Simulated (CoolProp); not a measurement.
Vapour-liquid equilibrium of carbon dioxide (1) + R22 (2) at 603 kPa; x and y are mole fractions of (1).

The numbers come from the multi-fluid Helmholtz-energy mixture model, Span 1996 and Kamei 1995; pair parameters Bell 2016 in CoolProp.

```json
[
 {"x": "0.05", "bubble temperature (°C)": "0.1", "y at the bubble point": "0.194", "dew temperature at overall composition x (°C)": "4.6", "liquid density (mol/L)": "15.09"},
 {"x": "0.125", "bubble temperature (°C)": "-8.0", "y at the bubble point": "0.421", "dew temperature at overall composition x (°C)": "2.3", "liquid density (mol/L)": "15.86"},
 {"x": "0.2", "bubble temperature (°C)": "-15.3", "y at the bubble point": "0.585", "dew temperature at overall composition x (°C)": "-0.1", "liquid density (mol/L)": "16.63"},
 {"x": "0.275", "bubble temperature (°C)": "-21.6", "y at the bubble point": "0.701", "dew temperature at overall composition x (°C)": "-2.6", "liquid density (mol/L)": "17.41"},
 {"x": "0.35", "bubble temperature (°C)": "-27.0", "y at the bubble point": "0.783", "dew temperature at overall composition x (°C)": "-5.3", "liquid density (mol/L)": "18.21"},
 {"x": "0.425", "bubble temperature (°C)": "-31.8", "y at the bubble point": "0.842", "dew temperature at overall composition x (°C)": "-8.2", "liquid density (mol/L)": "19.02"},
 {"x": "0.5", "bubble temperature (°C)": "-35.8", "y at the bubble point": "0.885", "dew temperature at overall composition x (°C)": "-11.3", "liquid density (mol/L)": "19.85"},
 {"x": "0.575", "bubble temperature (°C)": "-39.4", "y at the bubble point": "0.917", "dew temperature at overall composition x (°C)": "-14.8", "liquid density (mol/L)": "20.71"},
 {"x": "0.65", "bubble temperature (°C)": "-42.5", "y at the bubble point": "0.941", "dew temperature at overall composition x (°C)": "-18.7", "liquid density (mol/L)": "21.61"},
 {"x": "0.725", "bubble temperature (°C)": "-45.2", "y at the bubble point": "0.959", "dew temperature at overall composition x (°C)": "-23.1", "liquid density (mol/L)": "22.55"},
 {"x": "0.8", "bubble temperature (°C)": "-47.6", "y at the bubble point": "0.974", "dew temperature at overall composition x (°C)": "-28.3", "liquid density (mol/L)": "23.54"},
 {"x": "0.875", "bubble temperature (°C)": "-49.8", "y at the bubble point": "0.985", "dew temperature at overall composition x (°C)": "-34.8", "liquid density (mol/L)": "24.59"},
 {"x": "0.95", "bubble temperature (°C)": "-51.8", "y at the bubble point": "0.995", "dew temperature at overall composition x (°C)": "-43.8", "liquid density (mol/L)": "25.70"}
]
```

No azeotrope shows between x = 0.05 and 0.95.

Pair parameters are fitted to limited data, so mixtures are less certain than the pure fluids.
